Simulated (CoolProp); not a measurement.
Vapour-liquid equilibrium of n-perfluorobutane (1) + R365MFC (2) at 3.51 bar; x and y are mole fractions of (1).

Model: multi-fluid Helmholtz-energy mixture model, Gao 2022 and Lemmon 2016; pair parameters Bell 2016, in CoolProp.

```json
[
 {"x": "0.05", "bubble temperature (K)": "340.2", "y at the bubble point": "0.314", "dew temperature at overall composition x (K)": "351.2", "liquid density (mol/L)": "7.686"},
 {"x": "0.125", "bubble temperature (K)": "328.2", "y at the bubble point": "0.542", "dew temperature at overall composition x (K)": "348.3", "liquid density (mol/L)": "7.655"},
 {"x": "0.2", "bubble temperature (K)": "321.7", "y at the bubble point": "0.645", "dew temperature at overall composition x (K)": "345.2", "liquid density (mol/L)": "7.543"},
 {"x": "0.275", "bubble temperature (K)": "318.0", "y at the bubble point": "0.699", "dew temperature at overall composition x (K)": "342.0", "liquid density (mol/L)": "7.397"},
 {"x": "0.35", "bubble temperature (K)": "315.6", "y at the bubble point": "0.732", "dew temperature at overall composition x (K)": "338.5", "liquid density (mol/L)": "7.239"},
 {"x": "0.425", "bubble temperature (K)": "314.0", "y at the bubble point": "0.756", "dew temperature at overall composition x (K)": "334.8", "liquid density (mol/L)": "7.079"},
 {"x": "0.5", "bubble temperature (K)": "312.7", "y at the bubble point": "0.777", "dew temperature at overall composition x (K)": "330.7", "liquid density (mol/L)": "6.924"},
 {"x": "0.575", "bubble temperature (K)": "311.6", "y at the bubble point": "0.797", "dew temperature at overall composition x (K)": "326.2", "liquid density (mol/L)": "6.778"},
 {"x": "0.65", "bubble temperature (K)": "310.6", "y at the bubble point": "0.819", "dew temperature at overall composition x (K)": "321.3", "liquid density (mol/L)": "6.641"},
 {"x": "0.725", "bubble temperature (K)": "309.6", "y at the bubble point": "0.844", "dew temperature at overall composition x (K)": "316.1", "liquid density (mol/L)": "6.515"},
 {"x": "0.8", "bubble temperature (K)": "308.7", "y at the bubble point": "0.874", "dew temperature at overall composition x (K)": "311.5", "liquid density (mol/L)": "6.399"},
 {"x": "0.875", "bubble temperature (K)": "307.9", "y at the bubble point": "0.912", "dew temperature at overall composition x (K)": "308.7", "liquid density (mol/L)": "6.293"},
 {"x": "0.95", "bubble temperature (K)": "307.2", "y at the bubble point": "0.960", "dew temperature at overall composition x (K)": "307.4", "liquid density (mol/L)": "6.196"}
]
```

No azeotrope shows between x = 0.05 and 0.95.

The pair parameters rest on a limited set of measurements; away from them the model extrapolates. With so large a gap from Raoult's law the liquid may split in two, which this calculation doesn't test in full.
